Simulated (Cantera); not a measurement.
Feed: 1 mol SF₆, 0.1 mol H₂O, 0.47 mol H₂, at 2525 K and 100 Torr.

Method: chemical equilibrium by Gibbs-energy minimisation in Cantera with the NASA 1993 tables (ideal gas, pure condensed phases). Candidate condensed phases: H₂O, H₂SO₄, S; 43 gas species. The tables' values for S₂F₂ (SSF₂), SF₃, SOF₂, FS₂F (FSSF) are old estimates; treat these amounts as uncertain. Rates play no part.

Task: What is the equilibrium state?

Result: 
```
Quantity                            Result
-------------------------------  ---------
x(F)                                 0.672
x(HF)                                0.187
x(SF₂)                              0.0414
x(SF)                               0.0393
x(S₂)                               0.0231
x(S)                                0.0202
x(SO)                               0.0122
x(SO₂)                             0.00182
x(S₂F₂ (SSF₂))                     0.00110
gas amount                       6.081 mol
log10 activity of S(l) (absent)      -3.03
```
